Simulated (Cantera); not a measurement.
An adiabatic, constant-volume homogeneous reactor starts with CH₄ : O₂ : N₂ = 1 : 5.88 : 22.1 (molar parts), equivalence ratio 0.34, at 1773 K and 30.0 bar. Integrator tolerance rtol = 1e-08.

Model: GRI-Mech 3.0 (53 species, 325 reactions), integrated in Cantera. The pressure lies above the range GRI-Mech 3.0 was tuned for (to about 10 atm).

Problem. What does this change do: O2 5.88 to 1.8 parts?

Solution. 
| quantity | before | after |
|---|---|---|
| time of steepest temperature rise | 7.15 µs | 22.4 µs |
| temperature at 0.400 s | 2590 K | 2660 K |
| equilibrium temperature | 2590 K | 2660 K |
| x(CH₄) at 0.400 s | <1e-12 (gas-phase equilibrium <1e-12) | <1e-12 (gas-phase equilibrium <1e-12) |
| x(O₂) at 0.400 s | 0.122 (gas-phase equilibrium 0.122) | 0.000546 (gas-phase equilibrium 0.000546) |
| x(CH₃) at 0.400 s | <1e-12 (gas-phase equilibrium <1e-12) | <1e-12 (gas-phase equilibrium <1e-12) |
| x(CO₂) at 0.400 s | 0.0336 (gas-phase equilibrium 0.0336) | 0.0261 (gas-phase equilibrium 0.0261) |
| x(C₂H) at 0.400 s | <1e-12 (gas-phase equilibrium <1e-12) | <1e-12 (gas-phase equilibrium <1e-12) |
| x(C₂H₆) at 0.400 s | <1e-12 (gas-phase equilibrium <1e-12) | <1e-12 (gas-phase equilibrium <1e-12) |
| x(HCN) at 0.400 s | 4.25e-12 (gas-phase equilibrium 4.25e-12) | 7.11e-9 (gas-phase equilibrium 7.11e-9) |

Problem. What does this change do: initial temperature 1773 to 1598 K?

Solution. 
| quantity | before | after |
|---|---|---|
| time of steepest temperature rise | 7.15 µs | 23.8 µs |
| temperature at 0.400 s | 2590 K | 2453 K |
| equilibrium temperature | 2590 K | 2453 K |
| x(CH₄) at 0.400 s | <1e-12 (gas-phase equilibrium <1e-12) | <1e-12 (gas-phase equilibrium <1e-12) |
| x(O₂) at 0.400 s | 0.122 (gas-phase equilibrium 0.122) | 0.125 (gas-phase equilibrium 0.125) |
| x(CH₃) at 0.400 s | <1e-12 (gas-phase equilibrium <1e-12) | <1e-12 (gas-phase equilibrium <1e-12) |
| x(CO₂) at 0.400 s | 0.0336 (gas-phase equilibrium 0.0336) | 0.0340 (gas-phase equilibrium 0.0340) |
| x(C₂H) at 0.400 s | <1e-12 (gas-phase equilibrium <1e-12) | <1e-12 (gas-phase equilibrium <1e-12) |
| x(C₂H₆) at 0.400 s | <1e-12 (gas-phase equilibrium <1e-12) | <1e-12 (gas-phase equilibrium <1e-12) |
| x(HCN) at 0.400 s | 4.25e-12 (gas-phase equilibrium 4.25e-12) | <1e-12 (gas-phase equilibrium <1e-12) |
